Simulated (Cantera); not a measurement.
An isothermal, constant-pressure homogeneous reactor starts with CH4 : O2 : N2 = 0.013 : 0.027 : 1 (molar parts), equivalence ratio 0.96, at 1275 K and 760 Torr.

Detailed kinetics in Cantera: GRI-Mech 3.0 (53 species, 325 reactions). The temperature is held fixed by assumption; the heat of reaction is taken as removed at once.

One state of this run: x CH4 = <1e-12; x O2 = 0.000960; x H = 2.61e-10; x C2H6 = <1e-12; x NO2 = 1.47e-9; x OH = 1.21e-6. x: mole fraction; the columns are a selection and need not sum to one.

### Question
Which value of t (s) does it belong to?
(A) 5.00
(B) 0.00158
(C) 0.0158
(D) 15.8

### Answer
A, 5.00
